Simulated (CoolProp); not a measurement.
n-octane along the isotherm 296.5 K: density (kg/m³) from the reference equation and from simpler models built on Tc = 568.7 K, pc = 2484 kPa, ω = 0.398; each cubic takes its own stable root.

Model: reference Helmholtz-energy equation of state, Beckmüller 2019, in CoolProp.

```
p (kPa)   phase  reference  Redlich-Kwong  Peng-Robinson
-------  ------  ---------  -------------  -------------
690      liquid      700.4          577.3          674.4
1380     liquid      701.0          578.5          675.0
2070     liquid      701.7          579.6          675.7
2760     liquid      702.3          580.8          676.3
3450     liquid      702.9          581.8          676.9
4140     liquid      703.4          582.9          677.5
4830     liquid      704.0          583.9          678.1
5520     liquid      704.6          584.9          678.7
6210     liquid      705.2          585.9          679.3
```
